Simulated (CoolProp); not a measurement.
Saturation properties of tetradecamethylhexasiloxane (MD4M).

Values from CoolProp's reference Helmholtz-energy equation of state, Thol 2019.

```tsv
T (K)	p (kPa)	liquid density (kg/m³)	enthalpy of vaporisation (kJ/kg)	liquid cp (kJ/(kg K))	vapour Z	surface tension (mN/m)
501.9	48.58	676.6	108.2	2.138	0.9291	5.81
508.7	57.69	668.4	105.8	2.151	0.9195	5.47
515.5	68.09	660.1	103.5	2.165	0.9091	5.13
522.2	79.72	651.7	101.1	2.179	0.8980	?
529	93.05	642.9	98.69	?	0.8857	4.47
535.8	108.1	634.0	?	2.207	?	4.15
542.6	124.9	624.8	93.62	2.222	0.8582	3.83
549.4	143.7	615.3	90.98	2.237	0.8429	3.52
556.1	164.3	605.7	88.30	2.253	0.8266	3.22
```

Q: Fill in the missing entries.

A: 
- 522.2, surface tension (mN/m): 4.80
- 529, liquid cp (kJ/(kg K)): 2.193
- 535.8, enthalpy of vaporisation (kJ/kg): 96.18
- 535.8, vapour Z: 0.8725

It boils at 532.8 K under 1 atm.

Surface tension comes from a separate correlation (Mulero 2014), older than this fluid's equation and unchecked against measurements.
